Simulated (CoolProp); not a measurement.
A closed Brayton cycle with carbon dioxide: compressor inlet 319.15 K and 8.2 MPa, high pressure 28 MPa, turbine inlet 635 K, compressor efficiency 0.89, turbine efficiency 0.85, recuperator effectiveness 0.95 (on enthalpy, no pinch check). Each further row changes one setting.

Model: reference Helmholtz-energy equation of state, Span 1996, in CoolProp.

| case | thermal efficiency (%) | net work (kJ/kg) | compressor to turbine work | compressor exit (K) | turbine exit (K) |
|---|---|---|---|---|---|
| as stated | 23.8 | 49.0 | 0.54 | 415.0 | 514.2 |
| turbine inlet 585 K | 19.4 | 37.0 | 0.61 | 415.0 | 468.3 |
| compressor inlet 329.15 K | 20.8 | 40.1 | 0.63 | 435.0 | 514.2 |
| high pressure 23.8 MPa | 24.6 | 46.6 | 0.51 | 402.0 | 529.9 |
| recuperator effectiveness 0.5 | 19.1 | 49.0 | 0.54 | 415.0 | 514.2 |
